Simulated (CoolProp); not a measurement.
C3F8 (R218) along the isotherm 47.65 °C: fugacity coefficient from the reference equation and from simpler models built on Tc = 71.9 °C, pc = 26.40 bar, ω = 0.317; each cubic takes its own stable root.

Values from CoolProp's reference Helmholtz-energy equation of state, Lemmon 2006. It is a short technical equation, of lower accuracy than the large ones.

```json
[
 {"p (bar)": "18.2", "phase": "liquid", "reference": "0.6424"},
 {"p (bar)": "36.4", "phase": "liquid", "reference": "0.3572"},
 {"p (bar)": "54.5", "phase": "liquid", "reference": "0.2641"},
 {"p (bar)": "72.7", "phase": "liquid", "reference": "0.2188"},
 {"p (bar)": "90.9", "phase": "liquid", "reference": "0.1930"},
 {"p (bar)": "109", "phase": "liquid", "reference": "0.1771"},
 {"p (bar)": "127", "phase": "liquid", "reference": "0.1669"},
 {"p (bar)": "145", "phase": "liquid", "reference": "0.1603"},
 {"p (bar)": "164", "phase": "liquid", "reference": "0.1561"},
 {"p (bar)": "182", "phase": "liquid", "reference": "0.1540"},
 {"p (bar)": "200", "phase": "liquid", "reference": "0.1533"}
]
```

Task: How far does each simpler model (van der Waals, Redlich-Kwong, Soave-Redlich-Kwong, Peng-Robinson) lie from the reference over these 11 states: mean and median of the absolute difference, and the worst?

Result: 
- van der Waals: mean 51.4 %, median 52.1 %, worst +80.6 % at 47.65 °C and 200 bar
- Redlich-Kwong: mean 14.3 %, median 15.1 %, worst +17.2 % at 47.65 °C and 200 bar
- Soave-Redlich-Kwong: mean 5.0 %, median 5.5 %, worst +6.9 % at 47.65 °C and 200 bar
- Peng-Robinson: mean 3.8 %, median 3.5 %, worst -7.0 % at 47.65 °C and 200 bar

At some of these states van der Waals gives the other phase, because its saturation line lies elsewhere.
